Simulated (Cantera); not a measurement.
A Cantera script and its output.

```python
import numpy as np
import cantera as ct

gas = ct.Solution("gri30.yaml")


def delay(T, t_max=10):
    gas.TPX = T, 2800000, {'C3H8': 1, 'O2': 3.85, 'N2': 14.5}
    reactor = ct.IdealGasConstPressureReactor(gas, clone=False)
    net = ct.ReactorNet([reactor])
    net.rtol, net.atol = 1e-8, 1e-16
    while net.time < t_max:
        t_old, T_old = net.time, reactor.T
        net.step()
        if reactor.T > T + 400:  # ignition: a rise of 400 K
            return t_old + (T + 400 - T_old) / (reactor.T - T_old) * (net.time - t_old)
    return np.nan


taus = []
for T in [1000, 1075, 1150, 1225, 1300, 1375, 1450, 1525, 1600]:
    taus.append(delay(T))
    print(f"T0 = {T:6g} K   tau = {taus[-1]:.4e} s")
```

Output:

```
T0 =   1000 K   tau = 2.5445e-02 s
T0 =   1075 K   tau = 6.4620e-03 s
T0 =   1150 K   tau = 1.7776e-03 s
T0 =   1225 K   tau = 5.1321e-04 s
T0 =   1300 K   tau = 1.5717e-04 s
T0 =   1375 K   tau = 5.2678e-05 s
T0 =   1450 K   tau = 1.9885e-05 s
T0 =   1525 K   tau = 8.5613e-06 s
T0 =   1600 K   tau = 4.1888e-06 s
```

Cantera simulation using GRI-Mech 3.0 (53 species, 325 reactions); the numbers are that mechanism's predictions, not measurements. GRI-Mech 3.0 was tuned for natural gas; its chemistry of propane as a main component is partial and can be far from experiment. The pressure lies above the range GRI-Mech 3.0 was tuned for (to about 10 atm).
